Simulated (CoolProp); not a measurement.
Saturation properties of CH3F (R41) (Tc = 44.1 °C, pc = 5.906 MPa, ω = 0.200).

Values from CoolProp's reference Helmholtz-energy equation of state, Lemmon 2006. It is a short technical equation, of lower accuracy than the large ones.

```tsv
T (°C)	p (MPa)	liquid density (kg/m³)	vapour density (kg/m³)	liquid cp (kJ/(kg K))	surface tension (mN/m)
-21.45	1.087	745.3	21.74	2.331	7.13
-15.65	1.302	728.6	26.19	2.392	6.35
-9.75	1.551	710.7	31.52	2.466	5.58
-3.85	1.835	691.8	37.83	2.558	4.83
2.05	2.156	671.6	___	2.674	4.11
7.95	___	649.9	54.34	2.824	3.40
13.85	2.923	626.3	65.28	3.029	2.73
19.65	3.369	600.6	78.59	3.319	2.10
25.55	3.875	570.9	___	3.791	1.49
```

### Question
What belongs in the gaps?

### Answer

- 2.05, vapour density (kg/m³): 45.34
- 7.95, p (MPa): 2.518
- 25.55, vapour density (kg/m³): 95.88

It boils at -78.4 °C under 1 atm.

Surface tension comes from a separate correlation (Mulero 2012).
